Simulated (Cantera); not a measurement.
A closed system holds: 1 mol NiS, 1600 mol H2, held at 73.0 Pa.

Equilibrium computed with Cantera from the NASA thermochemical tables; the gas is ideal and each condensed phase is pure. Candidate condensed phases: Ni, NiS, NiS2, Ni3S2, Ni3S4, S; 9 gas species. The numbers say what is thermodynamically allowed, not how fast it happens.

x: gas mole fraction; n: condensed amount in mol.

| T (K) | x H2 | x H | x Ni | x H2S | n Ni(s) |
|---|---|---|---|---|---|
| 1423 | 0.999 | 0.000246 | 1.13e-5 | 0.000549 | 0.981 |
| 1448 | 0.999 | 0.000341 | 2.10e-5 | 0.000531 | 0.965 |
| 1473 | 0.999 | 0.000468 | 3.80e-5 | 0.000511 | 0.937 |
| 1498 | 0.999 | 0.000636 | 6.74e-5 | 0.000488 | 0.889 |
| 1523 | 0.998 | 0.000855 | 0.000117 | 0.000463 | ? |
| 1548 | 0.998 | 0.00114 | 0.000200 | 0.000435 | ? |
| 1573 | 0.998 | 0.00150 | 0.000337 | 0.000406 | ? |
| 1598 | 0.997 | 0.00197 | 0.000556 | 0.000376 | ? |
| 1623 | 0.996 | 0.00255 | 0.000615 | 0.000347 | 0 |
| 1648 | 0.996 | 0.00329 | 0.000616 | 0.000319 | 0 |
| 1673 | 0.995 | 0.00420 | 0.000616 | 0.000291 | 0 |

**Question.** Complete the blanks.

**Answer.** 
- 1523, n Ni(s): 0.808
- 1548, n Ni(s): 0.672
- 1573, n Ni(s): 0.450
- 1598, n Ni(s): 0.0935
